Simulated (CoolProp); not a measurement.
Vapour-liquid equilibrium of isobutene (1) + ethanol (2) at 89.55 °C; x and y are mole fractions of (1).

Values from CoolProp's multi-fluid Helmholtz-energy mixture model, Lemmon 2005 and Schroeder 2014; pair parameters Bell 2016.

Give the bubble pressure and the first vapour's composition at x = 0.05, 0.875, 0.95. Is there an azeotrope?

x = 0.05: 3.637 bar, y = 0.576; x = 0.875: 13.93 bar, y = 0.939; x = 0.95: 14.52 bar, y = 0.971. No azeotrope shows between x = 0.05 and 0.95.

Pair parameters are fitted to limited data, so mixtures are less certain than the pure fluids. With so large a gap from Raoult's law the liquid may split in two, which this calculation doesn't test in full.
